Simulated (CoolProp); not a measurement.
Model: reference Helmholtz-energy equation of state, Lemmon 2006, in CoolProp. It is a short technical equation, of lower accuracy than the large ones.

Q: For isopentane, give the phase and the Joule-Thomson coefficient (K/MPa) at 342.2 K and 0.259 bar; 342.2 K and 2.85 bar.

A: 
- 342.2 K and 0.259 bar: gas; Joule-Thomson coefficient 19.3
- 342.2 K and 2.85 bar: gas; Joule-Thomson coefficient 22.1
